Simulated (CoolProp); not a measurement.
Nitrogen at 995 K and 0.284 MPa is throttled through a valve to 0.185 MPa with no heat exchange. Each further row changes one setting.

Model: reference Helmholtz-energy equation of state, Span 2000, in CoolProp.

```
case                        temperature change (K)  final density (kg/m³)
--------------------------  ----------------------  ---------------------
as stated                                     +0.1                  0.626
outlet pressure 0.0555 MPa                    +0.1                  0.188
outlet pressure 0.24 MPa                      +0.0                  0.812
```
